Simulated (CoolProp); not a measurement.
The numbers come from the reference Helmholtz-energy equation of state, Lemmon 2006 in CoolProp. It is a short technical equation, of lower accuracy than the large ones.

Q: Give the vapour pressure (MPa), liquid density (kg/m³), enthalpy of vaporisation (kJ/kg), liquid cp (kJ/(kg K)) of saturated CH3F (R41) at -93.75 °C.

A: 
```tsv
T (°C)	p (MPa)	liquid density (kg/m³)	enthalpy of vaporisation (kJ/kg)	liquid cp (kJ/(kg K))
-93.75	0.0400	912	508	2.06
```
